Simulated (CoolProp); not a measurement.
Vapour-liquid equilibrium of dimethyl carbonate (1) + n-heptane (2) at 110 kPa; x and y are mole fractions of (1).

Values from CoolProp's multi-fluid Helmholtz-energy mixture model, Zhou 2011 and Span 2003; pair parameters Bell 2016.

```tsv
x	bubble temperature, mixture model (°C)	bubble temperature, Raoult's law (°C)	y, mixture model	y, Raoult's law
0.05	96.4	100.7	0.166	0.064
0.125	91.6	100.0	0.323	0.156
0.2	88.6	99.2	0.417	0.244
0.275	86.8	98.5	0.479	0.329
0.35	85.7	97.9	0.521	0.410
0.425	85.1	97.2	0.552	0.488
0.5	84.8	96.6	0.576	0.563
0.575	84.6	95.9	0.598	0.636
0.65	84.6	95.3	0.619	0.705
0.725	84.8	94.8	0.646	0.773
0.8	85.4	94.2	0.684	0.837
0.875	86.7	93.6	0.747	0.900
0.95	89.4	93.1	0.862	0.961
```

The largest gap from Raoult's law is -12.2 K in bubble temperature, at x = 0.35. y crosses x between x = 0.575 and 0.65: the model has an azeotrope there.

The pair parameters rest on a limited set of measurements; away from them the model extrapolates.
